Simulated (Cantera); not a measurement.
**NO annealing gas**

An isothermal, constant-pressure homogeneous reactor starts with NO : N2 : H2O = 1 : 0.13 : 0.057 (molar parts), at 1848 K and 760 Torr.

Detailed kinetics in Cantera: GRI-Mech 3.0 (53 species, 325 reactions).

```json
[
 {"t (s)": "3.00e-5", "x NO": "0.842", "x O": "1.10e-6", "x NO2": "3.50e-6", "x O2": "2.66e-8", "x N2O": "7.48e-6"},
 {"t (s)": "0.000111", "x NO": "0.842", "x O": "1.71e-6", "x NO2": "1.97e-5", "x O2": "3.46e-7", "x N2O": "2.66e-5"},
 {"t (s)": "0.000413", "x NO": "0.842", "x O": "6.18e-6", "x NO2": "0.000112", "x O2": "1.32e-5", "x N2O": "8.50e-5"},
 {"t (s)": "0.00153", "x NO": "0.842", "x O": "1.06e-5", "x NO2": "0.000196", "x O2": "0.000206", "x N2O": "0.000189"},
 {"t (s)": "0.00569", "x NO": "0.839", "x O": "1.38e-5", "x NO2": "0.000265", "x O2": "0.00123", "x N2O": "0.000231"},
 {"t (s)": "0.0211", "x NO": "0.831", "x O": "1.92e-5", "x NO2": "0.000380", "x O2": "0.00521", "x N2O": "0.000229"},
 {"t (s)": "0.0783", "x NO": "0.802", "x O": "3.06e-5", "x NO2": "0.000608", "x O2": "0.0196", "x N2O": "0.000214"},
 {"t (s)": "0.291", "x NO": "0.707", "x O": "5.17e-5", "x NO2": "0.000933", "x O2": "0.0670", "x N2O": "0.000164"},
 {"t (s)": "1.08", "x NO": "0.476", "x O": "8.22e-5", "x NO2": "0.00102", "x O2": "0.182", "x N2O": "7.30e-5"},
 {"t (s)": "4.00", "x NO": "0.182", "x O": "0.000109", "x NO2": "0.000522", "x O2": "0.329", "x N2O": "1.07e-5"}
]
```
x: mole fraction; the columns are a selection and need not sum to one.

Equilibrium at this temperature and pressure: NO 0.00565, O 0.000122, NO2 1.82e-5, O2 0.418, N2O 2.66e-7 (gas phase only).
